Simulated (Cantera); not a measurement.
What does this Cantera script print?

```python
import numpy as np
import cantera as ct

gas_names = """
    H HNO HNO2 HNO3 HO2 H2 H2O H2O2 N NH NH2 NH3 NH2OH NO NO2 NO3 N2 N2H2 N2H4 N2O O OH O2 O3 Zr ZrN ZrO
    ZrO2
""".split()
cond_names = """
    H2O(s) H2O(L) Zr(a) Zr(b) Zr(L) ZrN(s) ZrN(L) ZrO2(a) ZrO2(b) ZrO2(L)
""".split()


# ... load() reads the species with a 1 bar reference pressure and builds the phases ...
atoms = {
    'Zr': {'Zr': 1},
    'H2O': {'H': 2, 'O': 1},
    'N2': {'N': 2},
}
top_T = {}  # K; cautious upper limits of use, not melting points


# ... equilibrate(T, P, feed) seeds the gas with the atoms and calls Mixture.equilibrate('TP', solver="vcs", rtol=1e-11, max_steps=5000) ...
results = []
feed = {'Zr': 1, 'H2O': 11, 'N2': 5.5}  # mol
P = 53000  # Pa
for T in [1598, 1698, 1798, 1898, 1998, 2098, 2198, 2298]:
    mix = equilibrate(T, P, feed)
    results.append((T, P, feed, dict(zip(mix.species_names, mix.species_moles))))

top = {s: max(r[3][s] / sum(r[3][g] for g in gas_names) for r in results) for s in gas_names}
cols = sorted((s for s in top if top[s] > 0.0001), key=lambda s: -top[s])[:8]
seen = [c for c in cond_names if any(r[3].get(c, 0) > 1e-12 for r in results)]
print("log10 of partial pressures in bar; condensed amounts in mol")
print(f"{'T/K':>10s}" + "".join(f"{s[:9]:>10s}" for s in cols + seen))
for T, P, feed, n in results:
    ng = sum(n[g] for g in gas_names)
    print(f"{T:10.4g}" + "".join(f"{np.log10(max(n[s] / ng * P / 1e5, 1e-99)):10.3f}" for s in cols)
          + "".join(f"{n.get(c, 0):10.4g}" for c in seen))
```

Result:

```
log10 of partial pressures in bar; condensed amounts in mol
       T/K       H2O        N2        H2         H        OH        NO        O2   ZrO2(b)
      1598    -0.539    -0.753    -1.192    -4.870    -5.626    -7.238    -9.071         1
      1698    -0.539    -0.753    -1.192    -4.436    -5.072    -6.579    -8.105         1
      1798    -0.539    -0.753    -1.192    -4.050    -4.578    -5.994    -7.247         1
      1898    -0.539    -0.753    -1.193    -3.703    -4.137    -5.469    -6.478         1
      1998    -0.540    -0.753    -1.193    -3.391    -3.740    -4.997    -5.786         1
      2098    -0.540    -0.753    -1.194    -3.109    -3.381    -4.570    -5.159         1
      2198    -0.541    -0.754    -1.194    -2.851    -3.055    -4.183    -4.591         1
      2298    -0.544    -0.755    -1.194    -2.616    -2.760    -3.831    -4.076         1
```

Cantera equilibrium calculation (NASA polynomials, part measured and part estimated; ideal gas, pure solids and liquids).
